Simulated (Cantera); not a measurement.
A freely propagating, adiabatic, planar premixed flame of H2 : O2 : N2 : H2O = 1 : 0.714 : 2.69 : 0.0049 (molar parts), equivalence ratio 0.70, unburnt at 400 K and 9.87 atm; mixture-averaged transport, grid criteria slope 0.08 and curve 0.16, no radiation.

Computed with Cantera and the H2/O2 subset of GRI-Mech 3.0, which has no nitrogen chemistry. The hydrogen kinetics of GRI-Mech 3.0 are dated; newer H2 mechanisms differ, most at raised pressure. Burning velocities carry a grid error of a few per cent, more on coarse grids.

Question: Predict: laminar burning velocity; thermal thickness; peak x(OH); peak x(H2O2); peak x(HO2).

Answer: 
| Property | Value |
|---|---|
| laminar burning velocity | 76.8 cm/s |
| thermal thickness | 0.0381 mm |
| peak x(OH) | 0.00610 |
| peak x(H2O2) | 0.000353 |
| peak x(HO2) | 0.000956 |
